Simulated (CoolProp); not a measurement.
Vapour-liquid equilibrium of dimethyl ether (1) + R236FA (2) at 339.2 K; x and y are mole fractions of (1).

Model: multi-fluid Helmholtz-energy mixture model, Wu 2011 and Pan 2012; pair parameters Bell 2016, in CoolProp.

```csv
x,"bubble pressure, mixture model (MPa)","bubble pressure, Raoult's law (MPa)","y, mixture model","y, Raoult's law"
0.05,?,0.9292,0.053,0.089
0.15,?,1.006,?,0.247
0.25,0.9275,1.083,0.288,0.383
0.35,0.9637,1.159,0.415,0.501
0.45,1.017,1.236,?,0.604
0.55,?,1.313,0.663,0.695
0.65,1.187,1.390,0.770,0.776
0.75,1.304,1.467,0.859,0.848
0.85,1.439,1.543,0.929,0.913
0.95,?,1.620,?,0.973
```

Task: Fill in the missing entries.

Result: 
- 0.05, bubble pressure, mixture model (MPa): 0.8937
- 0.15, bubble pressure, mixture model (MPa): 0.9053
- 0.15, y, mixture model: 0.166
- 0.45, y, mixture model: 0.543
- 0.55, bubble pressure, mixture model (MPa): 1.091
- 0.95, bubble pressure, mixture model (MPa): 1.584
- 0.95, y, mixture model: 0.980

The largest gap from Raoult's law is -17.7 % in bubble pressure, at x = 0.45. No azeotrope shows between x = 0.05 and 0.95.

Pair parameters are fitted to limited data, so mixtures are less certain than the pure fluids.
